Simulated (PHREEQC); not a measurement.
Make-up at 25 °C: 0.07 mol NH4Cl and 0.0017 mol KOH per kg of water. Closed to the air; pH follows from the charge balance.

The numbers come from PHREEQC with the ion-association model, phreeqc.dat.

```tsv
quantity	before	after
pH	7.76	6.75
SI of Sylvite (KCl)	-5.03	-6.03
```

Problem. Which change was made?
A) KOH from 0.0017 to 0.00017 mol/kgw
B) NH4Cl from 0.07 to 0.105 mol/kgw
C) diluted 100-fold with water
D) temperature from 25 to 10 °C
E) diluted 5-fold with water

Solution. A, KOH from 0.0017 to 0.00017 mol/kgw

No solid was allowed to form.
